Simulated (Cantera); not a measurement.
# Thermodynamics of calcination and drying, feed Ca(OH)2 + H2 + H2O

A closed system holds: 1 mol Ca(OH)2, 3.8 mol H2, 0.64 mol H2O, at 1325 K and 0.0140 bar.

Method: chemical equilibrium by Gibbs-energy minimisation in Cantera with the NASA 1993 tables (ideal gas, pure condensed phases). Candidate condensed phases: Ca, CaO, Ca(OH)2, H2O; 14 gas species. The numbers say what is thermodynamically allowed, not how fast it happens.

x(H2): 0.699
x(H2O): 0.301
x(H): 1.16e-5
n(CaO(s)): 1.00 mol
gas amount: 5.440 mol
log10 activity of Ca(l) (absent): -12.27
